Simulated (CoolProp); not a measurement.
Vapour-liquid equilibrium of cyclohexane (1) + p-xylene (2) at 1080 kPa; x and y are mole fractions of (1).

The numbers come from the multi-fluid Helmholtz-energy mixture model, Zhou 2014 and Zhou 2012; pair parameters Bell 2016 in CoolProp.

```json
[
 {"x": "0.05", "bubble temperature (K)": "522.9", "y at the bubble point": "0.111", "dew temperature at overall composition x (K)": "526.2", "liquid density (mol/L)": "5.865"},
 {"x": "0.15", "bubble temperature (K)": "512.2", "y at the bubble point": "0.300", "dew temperature at overall composition x (K)": "520.8", "liquid density (mol/L)": "6.027"},
 {"x": "0.25", "bubble temperature (K)": "502.9", "y at the bubble point": "0.450", "dew temperature at overall composition x (K)": "515.1", "liquid density (mol/L)": "6.175"},
 {"x": "0.35", "bubble temperature (K)": "494.8", "y at the bubble point": "0.569", "dew temperature at overall composition x (K)": "509.2", "liquid density (mol/L)": "6.311"},
 {"x": "0.45", "bubble temperature (K)": "487.7", "y at the bubble point": "0.665", "dew temperature at overall composition x (K)": "502.9", "liquid density (mol/L)": "6.438"},
 {"x": "0.55", "bubble temperature (K)": "481.4", "y at the bubble point": "0.745", "dew temperature at overall composition x (K)": "496.1", "liquid density (mol/L)": "6.558"},
 {"x": "0.65", "bubble temperature (K)": "475.8", "y at the bubble point": "0.813", "dew temperature at overall composition x (K)": "488.9", "liquid density (mol/L)": "6.676"},
 {"x": "0.75", "bubble temperature (K)": "470.8", "y at the bubble point": "0.873", "dew temperature at overall composition x (K)": "481.1", "liquid density (mol/L)": "6.792"},
 {"x": "0.85", "bubble temperature (K)": "466.1", "y at the bubble point": "0.926", "dew temperature at overall composition x (K)": "472.7", "liquid density (mol/L)": "6.909"},
 {"x": "0.95", "bubble temperature (K)": "461.8", "y at the bubble point": "0.976", "dew temperature at overall composition x (K)": "464.1", "liquid density (mol/L)": "7.029"}
]
```

No azeotrope shows between x = 0.05 and 0.95.

Pair parameters are fitted to limited data, so mixtures are less certain than the pure fluids.
